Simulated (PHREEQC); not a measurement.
NaOH is added in steps, without added water, to 1 kg of water holding 1.2 mmol/kgw CuCl2 and 100 mmol/kgw HBF4, at 25 °C. O2 is buffered at 0.21 atm. CO2 from the air is kept out. Solids allowed: Cu(OH)2, Atacamite, Halite, CuF2:2H2O. Others were left out.

Base run: PHREEQC, ion-association model, wateq4f.dat. Each further column changes one thing. The table gives pH.

```json
[
 {"NaOH added (mol)": "0", "base": "1.10", "Davies equation for every ion": "1.12", "metal-ligand complexes left out": "1.10", "Debye-Hückel limiting law": "1.17"},
 {"NaOH added (mol)": "0.0795", "base": "1.80", "Davies equation for every ion": "1.83", "metal-ligand complexes left out": "1.80", "Debye-Hückel limiting law": "[?]"},
 {"NaOH added (mol)": "0.1457", "base": "4.45", "Davies equation for every ion": "4.47", "metal-ligand complexes left out": "4.47", "Debye-Hückel limiting law": "4.40"},
 {"NaOH added (mol)": "0.2253", "base": "5.28", "Davies equation for every ion": "5.31", "metal-ligand complexes left out": "5.31", "Debye-Hückel limiting law": "[?]"},
 {"NaOH added (mol)": "0.3048", "base": "5.91", "Davies equation for every ion": "5.93", "metal-ligand complexes left out": "5.94", "Debye-Hückel limiting law": "5.80"},
 {"NaOH added (mol)": "0.3842", "base": "7.12", "Davies equation for every ion": "7.14", "metal-ligand complexes left out": "7.18", "Debye-Hückel limiting law": "6.98"},
 {"NaOH added (mol)": "0.4505", "base": "9.02", "Davies equation for every ion": "9.10", "metal-ligand complexes left out": "9.02", "Debye-Hückel limiting law": "8.94"},
 {"NaOH added (mol)": "0.53", "base": "12.25", "Davies equation for every ion": "12.31", "metal-ligand complexes left out": "12.25", "Debye-Hückel limiting law": "[?]"}
]
```

Problem. Fill in the missing entries.

Solution. 
- 0.0795, Debye-Hückel limiting law: 1.88
- 0.2253, Debye-Hückel limiting law: 5.20
- 0.53, Debye-Hückel limiting law: 12.08

Real BF4- forms and hydrolyses slowly; the run takes it at equilibrium. The database's constant for dissolved Cu(OH)2 is higher than later reviews accept.
